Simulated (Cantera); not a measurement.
Feed: 1 mol CH₃Cl, 0.22 mol H₂, held at 3200 K and 68.0 mbar.

Method: chemical equilibrium by Gibbs-energy minimisation in Cantera with the NASA 1993 tables (ideal gas, pure condensed phases). Candidate condensed phases: C, C₆H₆, C₇H₈, C₈H₁₈; 91 gas species. The tables' values for CCl are old estimates; treat these amounts as uncertain. The numbers say what is thermodynamically allowed, not how fast it happens.

Base state: H 0.459, H₂ 0.181, Cl 0.179, HCl 0.105, C₃ 0.0337, C₂H₂ (acetylene) 0.0194, C₂H 0.0110, C 0.00443 (mole fractions); condensed: C(graphite).

Q: What changes in the equilibrium state with this change: pressure from 68.0 mbar to 0.133 bar?

A: 
```
species             before     after
----------------  --------  --------
H                    0.459     0.380
H₂                   0.181     0.244
Cl                   0.179     0.162
HCl                  0.105     0.154
C₃                  0.0337    0.0172
C₂H₂ (acetylene)    0.0194    0.0262
C₂H                 0.0110   0.00915
CH₃                5.46e-6   1.19e-5
C₅                 0.00109  0.000555
C₄                0.000195   9.94e-5
C                  0.00443   0.00226
C₂                 0.00356   0.00182
C(graphite), mol     0.352     0.565
```
